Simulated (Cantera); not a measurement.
An adiabatic, constant-pressure homogeneous reactor starts with H₂ : O₂ : N₂ = 1 : 0.25 : 0.94 (molar parts), equivalence ratio 2.0, at 1150 K and 35000 Pa. Integrator tolerance rtol = 1e-08.

Detailed kinetics in Cantera: the H2/O2 subset of GRI-Mech 3.0, which has no nitrogen chemistry.

Q: What does this change do: initial temperature 1150 to 1748 K?

A: 
```
quantity                                                              before                                    after
---------------------------------  -----------------------------------------  ---------------------------------------
time of steepest temperature rise                                   0.186 ms                                  19.7 µs
temperature at 0.600 s                                                2572 K                                   2787 K
equilibrium temperature                                               2572 K                                   2787 K
x(H₂) at 0.600 s                         0.243 (gas-phase equilibrium 0.243)      0.228 (gas-phase equilibrium 0.228)
x(O₂) at 0.600 s                   0.000205 (gas-phase equilibrium 0.000205)  0.00119 (gas-phase equilibrium 0.00119)
x(H₂O) at 0.600 s                        0.246 (gas-phase equilibrium 0.246)      0.224 (gas-phase equilibrium 0.224)
x(H₂O₂) at 0.600 s                   1.70e-8 (gas-phase equilibrium 1.70e-8)  5.60e-8 (gas-phase equilibrium 5.60e-8)
x(H) at 0.600 s                        0.0286 (gas-phase equilibrium 0.0286)    0.0636 (gas-phase equilibrium 0.0636)
```

Q: What does this change do: initial temperature 1150 to 1275 K?

A: 
| quantity | before | after |
|---|---|---|
| time of steepest temperature rise | 0.186 ms | 97.4 µs |
| temperature at 0.600 s | 2572 K | 2625 K |
| equilibrium temperature | 2572 K | 2625 K |
| x(H₂) at 0.600 s | 0.243 (gas-phase equilibrium 0.243) | 0.240 (gas-phase equilibrium 0.240) |
| x(O₂) at 0.600 s | 0.000205 (gas-phase equilibrium 0.000205) | 0.000329 (gas-phase equilibrium 0.000329) |
| x(H₂O) at 0.600 s | 0.246 (gas-phase equilibrium 0.246) | 0.242 (gas-phase equilibrium 0.242) |
| x(H₂O₂) at 0.600 s | 1.70e-8 (gas-phase equilibrium 1.70e-8) | 2.36e-8 (gas-phase equilibrium 2.36e-8) |
| x(H) at 0.600 s | 0.0286 (gas-phase equilibrium 0.0286) | 0.0354 (gas-phase equilibrium 0.0354) |

Q: What does this change do: initial temperature 1150 to 1100 K?

A: 
```csv
quantity,before,after
time of steepest temperature rise,0.186 ms,0.255 ms
temperature at 0.600 s,2572 K,2549 K
equilibrium temperature,2572 K,2549 K
x(H₂) at 0.600 s,0.243 (gas-phase equilibrium 0.243),0.244 (gas-phase equilibrium 0.244)
x(O₂) at 0.600 s,0.000205 (gas-phase equilibrium 0.000205),0.000167 (gas-phase equilibrium 0.000167)
x(H₂O) at 0.600 s,0.246 (gas-phase equilibrium 0.246),0.247 (gas-phase equilibrium 0.247)
x(H₂O₂) at 0.600 s,1.70e-8 (gas-phase equilibrium 1.70e-8),1.47e-8 (gas-phase equilibrium 1.47e-8)
x(H) at 0.600 s,0.0286 (gas-phase equilibrium 0.0286),0.0261 (gas-phase equilibrium 0.0261)
```
